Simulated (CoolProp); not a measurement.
Ethylene at 298.15 K and 19.3 MPa is compressed adiabatically to 151 MPa with isentropic efficiency 0.7. Each further row changes one setting.

Model: reference Helmholtz-energy equation of state, Smukala 2000, in CoolProp.

```csv
case,work (kJ/kg),final temperature (K),final density (kg/m³)
as stated,400,419.1,___
efficiency 1,___,___,521
efficiency 0.65,430,431.3,488
```

### Question
What belongs in the gaps?

### Answer

- as stated, final density (kg/m³): 494
- efficiency 1, work (kJ/kg): 280
- efficiency 1, final temperature (K): 369.9
